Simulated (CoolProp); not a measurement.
The fluid at 255.42 K and 0.703 MPa expands adiabatically to 0.35 MPa with isentropic efficiency 0.85. The same conditions are run with several fluids, on thermodynamics alone (safety and materials aside).

Computed with CoolProp (reference Helmholtz-energy equation of state of each fluid (CH3F (R41): Lemmon 2006; oxygen: Schmidt 1985; nitrous oxide: Lemmon 2006; methane: Setzmann 1991; carbon monoxide: Lemmon 2006)).

Rank CH3F (R41), oxygen, nitrous oxide, methane, carbon monoxide by work (kJ/kg), highest first.

methane (70.7), carbon monoxide (40.4), oxygen (35.3), CH3F (R41) (30.7), nitrous oxide (24.8)

```json
[
 {"fluid": "CH3F (R41)", "final temperature (K)": "221.2", "final density (kg/m³)": "7.12"},
 {"fluid": "oxygen", "final temperature (K)": "215.8", "final density (kg/m³)": "6.29"},
 {"fluid": "nitrous oxide", "final temperature (K)": "221.1", "final density (kg/m³)": "8.83"},
 {"fluid": "methane", "final temperature (K)": "220.6", "final density (kg/m³)": "3.11"},
 {"fluid": "carbon monoxide", "final temperature (K)": "215.7", "final density (kg/m³)": "5.50"}
]
```
